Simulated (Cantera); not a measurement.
Input: 1 mol MgSO₄, 0.26 mol CO₂, 0.0096 mol C, held at 1025 K and 13.3 mbar.

Cantera equilibrium calculation (NASA polynomials, part measured and part estimated; ideal gas, pure solids and liquids). Candidate condensed phases: C, Mg, MgCO₃, MgO, MgS, MgSO₄, S; 26 gas species. Mutual solubility and eutectic melting of coexisting phases are not modelled. The numbers say what is thermodynamically allowed, not how fast it happens.

Base state: CO₂ 0.918, SO₂ 0.0759, O₂ 0.00526, SO₃ 0.000862 (mole fractions); condensed: MgO(s) + MgSO₄(s).

Task: What changes in the equilibrium state with this change: temperature from 1025 K to 875 K?

Result: 
| species | before | after |
|---|---|---|
| CO₂ | 0.918 | 0.934 |
| SO₂ | 0.0759 | 0.0665 |
| SO₃ | 0.000862 | 3.16e-6 |
| O₂ | 0.00526 | 1.80e-9 |
| MgO(s), mol | 0.0225 | 0.0192 |
| MgSO₄(s), mol | 0.977 | 0.981 |
